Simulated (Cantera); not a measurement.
Adiabatic ignition

An adiabatic, constant-pressure homogeneous reactor starts with C3H8 : O2 : N2 : CO2 = 1 : 8.06 : 96.8 : 1.9 (molar parts), equivalence ratio 0.62, at 1100 K and 12.8 atm.

Cantera simulation using GRI-Mech 3.0 (53 species, 325 reactions); the numbers are that mechanism's predictions, not measurements. GRI-Mech 3.0 was tuned for natural gas; its chemistry of propane as a main component is partial and can be far from experiment. The pressure lies above the range GRI-Mech 3.0 was tuned for (to about 10 atm).

| t (s) | T (K) | x C3H8 | x O2 | x C2H6 | x NO | x O | x HCN |
|---|---|---|---|---|---|---|---|
| 2.00e-6 | 1100 | 0.00928 | 0.0748 | <1e-12 | <1e-12 | 2.36e-12 | <1e-12 |
| 5.97e-6 | 1100 | 0.00928 | 0.0748 | <1e-12 | <1e-12 | 3.20e-12 | <1e-12 |
| 1.78e-5 | 1100 | 0.00928 | 0.0748 | 2.74e-11 | <1e-12 | 5.47e-12 | <1e-12 |
| 5.32e-5 | 1100 | 0.00928 | 0.0748 | 7.95e-10 | <1e-12 | 1.36e-11 | <1e-12 |
| 0.000159 | 1100 | 0.00928 | 0.0748 | 2.72e-8 | <1e-12 | 4.99e-11 | <1e-12 |
| 0.000475 | 1100 | 0.00927 | 0.0748 | 8.10e-7 | <1e-12 | 1.51e-10 | <1e-12 |
| 0.00142 | 1100 | 0.00924 | 0.0748 | 5.77e-6 | <1e-12 | 1.80e-10 | <1e-12 |
| 0.00423 | 1100 | 0.00913 | 0.0747 | 2.31e-5 | <1e-12 | 2.52e-10 | <1e-12 |
| 0.0126 | 1102 | 0.00848 | 0.0743 | 0.000116 | <1e-12 | 1.13e-9 | <1e-12 |
| 0.0377 | 1626 | <1e-12 | 0.0281 | <1e-12 | 7.94e-7 | 9.16e-7 | <1e-12 |
| 0.113 | 1626 | <1e-12 | 0.0281 | <1e-12 | 9.47e-7 | 9.16e-7 | <1e-12 |
| 0.336 | 1626 | <1e-12 | 0.0281 | <1e-12 | 1.40e-6 | 9.16e-7 | <1e-12 |
| 1.00 | 1626 | <1e-12 | 0.0281 | <1e-12 | 2.77e-6 | 9.16e-7 | <1e-12 |
| 3.00 | 1625 | <1e-12 | 0.0281 | <1e-12 | 6.83e-6 | 9.16e-7 | <1e-12 |
x: mole fraction; the columns are a selection and need not sum to one.

- time of steepest temperature rise = 17.7 ms
- temperature at 3.00 s = 1625 K
- equilibrium temperature = 1623 K
- x(C3H8) at 3.00 s = <1e-12 (gas-phase equilibrium <1e-12)
- x(O2) at 3.00 s = 0.0281 (gas-phase equilibrium 0.0277)
- x(C2H6) at 3.00 s = <1e-12 (gas-phase equilibrium <1e-12)
